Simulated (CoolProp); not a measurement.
Vapour pressure (bar) of n-decane: the reference equation beside estimates from Tc = 617.7 K, pc = 21.01 bar, ω = 0.488.

Computed with CoolProp (reference Helmholtz-energy equation of state, Lemmon 2006). It is a short technical equation, of lower accuracy than the large ones.

| T (K) | reference | Lee-Kesler | Redlich-Kwong | Peng-Robinson |
|---|---|---|---|---|
| 420.5 | 0.4863 | 0.4842 | 1.446 | 0.4907 |
| 435.5 | 0.7438 | 0.7438 | 1.951 | 0.7485 |
| 450.4 | 1.096 | 1.100 | 2.569 | 1.102 |
| 465.4 | 1.572 | 1.581 | 3.320 | 1.579 |
| 480.3 | 2.191 | 2.206 | 4.206 | 2.201 |
| 495.3 | 2.988 | 3.011 | 5.253 | 3.005 |
| 510.2 | 3.984 | 4.015 | 6.458 | 4.011 |
| 525.2 | 5.226 | 5.263 | 7.849 | 5.270 |
| 540.1 | 6.733 | 6.776 | 9.419 | 6.800 |
| 555.1 | 8.567 | 8.615 | 11.20 | 8.664 |

Absolute difference from the reference over all 10 rows, mean and median: Lee-Kesler 0.6 and 0.6 %, Redlich-Kwong 95.6 and 83.9 %, Peng-Robinson 0.7 and 0.7 %.
